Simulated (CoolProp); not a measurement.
Vapour-liquid equilibrium of ethanol (1) + ethylbenzene (2) at 0.0593 MPa; x and y are mole fractions of (1).

Values from CoolProp's multi-fluid Helmholtz-energy mixture model, Schroeder 2014 and Zhou 2012; pair parameters Bell 2016.

```
x     bubble temperature (K)  y at the bubble point  dew temperature at overall composition x (K)  liquid density (mol/L)
----  ----------------------  ---------------------  --------------------------------------------  ----------------------
0.05                   364.4                  0.584                                         388.8                   7.749
0.15                   348.0                  0.789                                         385.2                   8.317
0.25                   343.1                  0.835                                         381.3                   8.845
0.35                   341.4                  0.851                                         376.9                   9.415
0.45                   340.8                  0.857                                         372.1                   10.06
0.55                   340.5                  0.861                                         366.5                   10.80
0.65                   340.2                  0.867                                         359.9                   11.67
0.75                   339.7                  0.879                                         351.8                   12.71
0.85                   339.1                  0.905                                         341.5                   13.94
0.95                   338.6                  0.957                                         338.7                   15.41
```

No azeotrope shows between x = 0.05 and 0.95.

Pair parameters are fitted to limited data, so mixtures are less certain than the pure fluids. With so large a gap from Raoult's law the liquid may split in two, which this calculation doesn't test in full.
